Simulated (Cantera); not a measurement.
An isothermal plug-flow reactor at 1300 K and 1050 Torr (inlet), inlet velocity 0.43 m/s, active area per volume 100 1/m; feed CH₄ : O₂ : N₂ = 0.0037 : 0.096 : 0.79 (molar parts), equivalence ratio 0.077.

Model: Deutschmann's 1995 Pt surface mechanism with GRI-Mech 3.0 gas chemistry, integrated in Cantera. Catalytic surfaces can have several steady states; this one follows from the mechanism file's or the stated starting coverage. Mass transfer to the wall is taken as infinitely fast.

x: gas mole fraction; θ: surface coverage.

```
z (m)       x CH₄    x O₂     x H₂O     x CO₂     x CO  θ free Pt   θ O*     θ OH*
-------  --------  ------  --------  --------  -------  ---------  -----  --------
0.00055   0.00379   0.107  0.000694  0.000329  7.40e-6      0.497  0.502  0.000347
0.00092   0.00353   0.107         …         …  7.86e-6      0.497  0.502         …
0.0015    0.00306   0.106   0.00193  0.000876  1.29e-5      0.498  0.502  0.000535
0.0026    0.00130   0.103   0.00522   0.00238  6.79e-5      0.500  0.499  0.000856
0.0043   0.000450   0.101   0.00719   0.00349  1.17e-5      0.500  0.499  0.000995
0.0071   0.000147   0.100   0.00792   0.00391  3.07e-6      0.500  0.499   0.00104
0.012     2.59e-5  0.0997   0.00823   0.00409  6.40e-7      0.501  0.498   0.00106
0.02      1.57e-6  0.0996   0.00830   0.00414  8.95e-8      0.501  0.498   0.00107
0.033           …  0.0996   0.00831   0.00415        …      0.501  0.498   0.00107
0.055    1.09e-10  0.0996   0.00831   0.00415  4.75e-9      0.501  0.498   0.00107
```

Question: Fill in the missing entries.

Answer: 
- 0.00092, x H₂O: 0.00116
- 0.00092, x CO₂: 0.000543
- 0.00092, θ OH*: 0.000427
- 0.033, x CH₄: 1.63e-8
- 0.033, x CO: 1.43e-8
